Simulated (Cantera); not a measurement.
Source: NASA polynomial tables (part measured, part estimated), evaluated in Cantera. Values are per mole of reaction as written; species without (g) are pure solids or liquids, kept so even where they would boil at 1 bar.

2 Ta + 5 NO₂(g) → 5 NO(g) + Ta₂O₅

```
T (K)  ΔH° (kJ)  ΔS° (J/K)  ΔG° (kJ)  log10 K
-----  --------  ---------  --------  -------
1325        [?]        [?]       [?]      [?]
1400        [?]        [?]       [?]      [?]
1475    -1720.2      -28.7   -1677.9    59.42
1550    -1717.8      -27.1   -1675.8    56.47
1625        [?]        [?]       [?]      [?]
1700        [?]        [?]       [?]      [?]
1775    -1711.0      -23.0   -1670.2    49.15
1850    -1708.8      -21.7   -1668.5    47.11
```

### Question
Some entries are withheld; supply them.

### Answer

- 1325, ΔH° (kJ): -1724.9
- 1325, ΔS° (J/K): -32.0
- 1325, ΔG° (kJ): -1682.5
- 1325, log10 K: 66.33
- 1400, ΔH° (kJ): -1722.5
- 1400, ΔS° (J/K): -30.3
- 1400, ΔG° (kJ): -1680.1
- 1400, log10 K: 62.69
- 1625, ΔH° (kJ): -1715.5
- 1625, ΔS° (J/K): -25.6
- 1625, ΔG° (kJ): -1673.8
- 1625, log10 K: 53.80
- 1700, ΔH° (kJ): -1713.2
- 1700, ΔS° (J/K): -24.3
- 1700, ΔG° (kJ): -1672.0
- 1700, log10 K: 51.37
